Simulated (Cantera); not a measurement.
# Si + O2 + H2 + H2O (thermal oxidation and active oxidation of silicon)

Charge: 1 mol Si, 0.03 mol O2, 8.6 mol H2, 0.57 mol H2O, at 46.0 Pa.

Equilibrium computed with Cantera from the NASA thermochemical tables; the gas is ideal and each condensed phase is pure. Candidate condensed phases: H2O, Si, SiO2; 18 gas species. Mutual solubility and eutectic melting of coexisting phases are not modelled. The tables hold silica as quartz up to 1696 K and as liquid above; real silica turns to tridymite and cristobalite and melts near 1996 K. Gases not in the tables: Si2H6 and higher silanes. Kinetics and transport are ignored.

```json
[
 {"T (K)": "973", "log p H2": "-3.34", "log p H": "-10.63", "log p SiO": "-9.79", "log p Si": "<-15", "log p SiH": "<-15", "log p Si2": "<-15", "log p SiH2": "-13.72", "log p Si3": "<-15", "n Si(s)": "0.685", "n SiO2(β-quartz)": "0.315", "n Si(l)": "0"},
 {"T (K)": "1073", "log p H2": "-3.34", "log p H": "-9.52", "log p SiO": "-8.05", "log p Si": "-14.16", "log p SiH": "-14.26", "log p Si2": "<-15", "log p SiH2": "-12.51", "log p Si3": "<-15", "n Si(s)": "0.685", "n SiO2(β-quartz)": "0.315", "n Si(l)": "0"},
 {"T (K)": "1173", "log p H2": "-3.34", "log p H": "-8.60", "log p SiO": "-6.62", "log p Si": "-12.31", "log p SiH": "-12.72", "log p Si2": "<-15", "log p SiH2": "-11.50", "log p Si3": "<-15", "n Si(s)": "0.683", "n SiO2(β-quartz)": "0.313", "n Si(l)": "0"},
 {"T (K)": "1273", "log p H2": "-3.34", "log p H": "-7.82", "log p SiO": "-5.41", "log p Si": "-10.74", "log p SiH": "-11.43", "log p Si2": "-14.47", "log p SiH2": "-10.66", "log p Si3": "<-15", "n Si(s)": "0.646", "n SiO2(β-quartz)": "0.276", "n Si(l)": "0"},
 {"T (K)": "1373", "log p H2": "-3.37", "log p H": "-7.16", "log p SiO": "-4.53", "log p Si": "-9.41", "log p SiH": "-10.34", "log p Si2": "-12.74", "log p SiH2": "-9.97", "log p Si3": "-13.60", "n Si(s)": "0.370", "n SiO2(β-quartz)": "0", "n Si(l)": "0"},
 {"T (K)": "1473", "log p H2": "-3.37", "log p H": "-6.58", "log p SiO": "-4.53", "log p Si": "-8.26", "log p SiH": "-9.39", "log p Si2": "-11.24", "log p SiH2": "-9.34", "log p Si3": "-12.01", "n Si(s)": "0.370", "n SiO2(β-quartz)": "0", "n Si(l)": "0"},
 {"T (K)": "1573", "log p H2": "-3.37", "log p H": "-6.07", "log p SiO": "-4.53", "log p Si": "-7.26", "log p SiH": "-8.56", "log p Si2": "-9.94", "log p SiH2": "-8.80", "log p Si3": "-10.62", "n Si(s)": "0.369", "n SiO2(β-quartz)": "0", "n Si(l)": "0"},
 {"T (K)": "1673", "log p H2": "-3.37", "log p H": "-5.63", "log p SiO": "-4.53", "log p Si": "-6.38", "log p SiH": "-7.84", "log p Si2": "-8.79", "log p SiH2": "-8.33", "log p Si3": "-9.40", "n Si(s)": "0.361", "n SiO2(β-quartz)": "0", "n Si(l)": "0"},
 {"T (K)": "1773", "log p H2": "-3.37", "log p H": "-5.23", "log p SiO": "-4.53", "log p Si": "-5.67", "log p SiH": "-7.27", "log p Si2": "-7.93", "log p SiH2": "-7.98", "log p Si3": "-8.54", "n Si(s)": "0", "n SiO2(β-quartz)": "0", "n Si(l)": "0.322"},
 {"T (K)": "1873", "log p H2": "-3.39", "log p H": "-4.88", "log p SiO": "-4.54", "log p Si": "-5.05", "log p SiH": "-6.78", "log p Si2": "-7.18", "log p SiH2": "-7.70", "log p Si3": "-7.82", "n Si(s)": "0", "n SiO2(β-quartz)": "0", "n Si(l)": "0.168"},
 {"T (K)": "1973", "log p H2": "-3.41", "log p H": "-4.57", "log p SiO": "-4.56", "log p Si": "-4.80", "log p SiH": "-6.65", "log p Si2": "-7.11", "log p SiH2": "-7.75", "log p Si3": "-8.08", "n Si(s)": "0", "n SiO2(β-quartz)": "0", "n Si(l)": "0"},
 {"T (K)": "2073", "log p H2": "-3.44", "log p H": "-4.30", "log p SiO": "-4.57", "log p Si": "-4.81", "log p SiH": "-6.77", "log p Si2": "-7.52", "log p SiH2": "-8.04", "log p Si3": "-9.01", "n Si(s)": "0", "n SiO2(β-quartz)": "0", "n Si(l)": "0"},
 {"T (K)": "2173", "log p H2": "-3.48", "log p H": "-4.06", "log p SiO": "-4.59", "log p Si": "-4.82", "log p SiH": "-6.90", "log p Si2": "-7.92", "log p SiH2": "-8.34", "log p Si3": "-9.90", "n Si(s)": "0", "n SiO2(β-quartz)": "0", "n Si(l)": "0"},
 {"T (K)": "2273", "log p H2": "-3.55", "log p H": "-3.85", "log p SiO": "-4.62", "log p Si": "-4.85", "log p SiH": "-7.04", "log p Si2": "-8.30", "log p SiH2": "-8.65", "log p Si3": "-10.74", "n Si(s)": "0", "n SiO2(β-quartz)": "0", "n Si(l)": "0"}
]
```
log p: log10 of the partial pressure in bar; n: condensed amount in mol.

From 973 K to 1273 K the condensed part is Si(s) + SiO2(β-quartz). From 1373 K to 1673 K the condensed part is Si(s). From 1773 K to 1873 K the condensed part is Si(l). From 1973 K to 2273 K nothing is condensed. The main Si-bearing gas is SiO throughout.
